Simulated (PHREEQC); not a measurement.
# Acid rinse or clean: an equilibrium model

Solution (45 °C): 0.0014 mol HBr, 0.00013 mol FeCl3 and 0.023 mol KCl per kg of water. Closed to the air; pH follows from the charge balance.

Computed with PHREEQC (ion-association model, phreeqc.dat).

No solid was allowed to form.

Problem. Predict the pH, specific conductance.

Solution. pH 2.87; specific conductance 5520 µS/cm.

Problem. In which forms is Fe present?

Solution. FeOH+2 66 %, Fe(OH)2+ 21 %, Fe+3 8.0 %, FeCl+2 5.0 %, Fe2(OH)2+4 0.5 % of the Fe.

Saturation is exceeded, for instance for Hematite (slow to form), Goethite (slow to form); the values hold only as long as no solid forms. Species that the database lacks are ignored. At this temperature some constants are extrapolated from 25 °C, and those without enthalpy data are left unchanged.
